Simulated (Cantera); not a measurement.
A freely propagating, adiabatic, planar premixed flame of CH4 : C2H6 : C3H8 : O2 : N2 = 1 : 0.37 : 0.29 : 3.16 : 8.86 (molar parts), equivalence ratio 1.5, unburnt at 350 K and 0.987 atm; mixture-averaged transport, grid criteria slope 0.08 and curve 0.16, no radiation.

Cantera simulation using GRI-Mech 3.0 (53 species, 325 reactions); the numbers are that mechanism's predictions, not measurements. GRI-Mech 3.0 was tuned for natural gas; its chemistry of propane as a main component is partial and can be far from experiment. Burning velocities carry a grid error of a few per cent, more on coarse grids.

x: mole fraction of selected species; z is measured from the peak of heat release.

```
z (mm)  T (K)  u (m/s)     x CH4    x C2H6   x C3H8       x H    x H2O    x NO2
------  -----  -------  --------  --------  -------  --------  -------  -------
-1.34     350    0.435    0.0729    0.0270   0.0211     <1e-8  2.29e-5    <1e-8
-0.890    352    0.439    0.0724    0.0268   0.0210     <1e-8        ?    <1e-8
-0.668    363    0.457    0.0714    0.0266   0.0209     <1e-8  0.00157  2.71e-8
-0.445    463    0.594    0.0672    0.0256   0.0203     <1e-8   0.0128  3.18e-7
-0.223    990     1.33    0.0493    0.0180   0.0140   2.67e-5   0.0691  6.11e-7
-0.111   1437     2.00    0.0325   0.00816  0.00449  0.000379    0.117  1.43e-7
0        1835     2.62    0.0133  0.000706  8.64e-5   0.00252    0.161  1.17e-8
0.111    2043     2.94   0.00331   1.61e-5  5.29e-8   0.00509    0.183    <1e-8
0.223    2121     3.05  0.000887   9.90e-7    <1e-8   0.00615    0.188    <1e-8
0.445    2162     3.11  0.000133   2.03e-8    <1e-8   0.00609    0.187    <1e-8
0.890    2178     3.13   1.31e-5     <1e-8    <1e-8   0.00536    0.185    <1e-8
1.78     2187     3.14         ?     <1e-8    <1e-8         ?    0.185    <1e-8
3.56     2196     3.15   1.18e-8     <1e-8    <1e-8   0.00355    0.185    <1e-8
```

**Question.** What belongs in the gaps?

**Answer.** 
- -0.890, x H2O: 0.000254
- 1.78, x CH4: 5.46e-7
- 1.78, x H: 0.00451
